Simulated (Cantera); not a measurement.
# Dilute partial oxidation

An isothermal, constant-pressure homogeneous reactor starts with CH₄ : O₂ : N₂ = 0.015 : 0.025 : 1 (molar parts), at 1225 K and 3.26 atm.

Computed with Cantera and GRI-Mech 3.0 (53 species, 325 reactions). The temperature is held fixed by assumption; the heat of reaction is taken as removed at once.

| t (s) | x CH₄ | x O₂ | x CH₂ | x CO | x CH₂O | x C₂H | x H |
|---|---|---|---|---|---|---|---|
| 0.000200 | 0.0144 | 0.0240 | <1e-12 | <1e-12 | 1.21e-9 | <1e-12 | 2.62e-11 |
| 0.000726 | 0.0144 | 0.0240 | <1e-12 | 3.12e-11 | 2.07e-8 | <1e-12 | 6.62e-11 |
| 0.00263 | 0.0144 | 0.0240 | <1e-12 | 3.19e-9 | 4.54e-7 | <1e-12 | 2.61e-10 |
| 0.00955 | 0.0144 | 0.0240 | <1e-12 | 2.24e-7 | 5.01e-6 | <1e-12 | 5.50e-10 |
| 0.0346 | 0.0144 | 0.0240 | <1e-12 | 6.49e-6 | 2.84e-5 | <1e-12 | 1.69e-9 |
| 0.126 | 0.0133 | 0.0233 | 1.84e-11 | 0.000349 | 0.000182 | <1e-12 | 2.93e-8 |
| 0.456 | 2.06e-5 | 6.97e-6 | 1.38e-12 | 0.00643 | 3.83e-9 | <1e-12 | 3.28e-7 |
| 1.65 | 2.04e-5 | 1.20e-6 | <1e-12 | 0.00602 | 5.58e-10 | <1e-12 | 6.71e-8 |
| 6.00 | 2.03e-5 | 2.41e-7 | <1e-12 | 0.00573 | 1.69e-10 | <1e-12 | 2.04e-8 |
x: mole fraction; the columns are a selection and need not sum to one.

Equilibrium at this temperature and pressure: CH₄ 8.60e-11, O₂ <1e-12, CH₂ <1e-12, CO 0.00384, CH₂O 3.51e-11, C₂H <1e-12, H 1.31e-8 (gas phase only).
